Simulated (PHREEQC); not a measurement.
## Acid mine or pickling water: an equilibrium model

Model water analysis in mg/L, 76 °C, pH 1.99, pe 12.8:

```csv
constituent,mg/L
Na,75.1
K,48.9
Ca,56.7
Mg,38.4
Cl,130
S(6) as SO4,1310
P as PO4,1.67
```

Valence states are taken as typed.

Equilibrium calculation in PHREEQC: ion-association model, phreeqc.dat.

No solid was allowed to form.

Q: Predict the ionic strength, charge-balance error.

A: ionic strength 0.0261 mol/kgw; charge-balance error 0.1 %.

Q: In which forms is Mg present?

A: Mg+2 57 %, MgSO4 43 % of the Mg.

Species that the database lacks are ignored. Constants without temperature data keep their 25 °C values here.
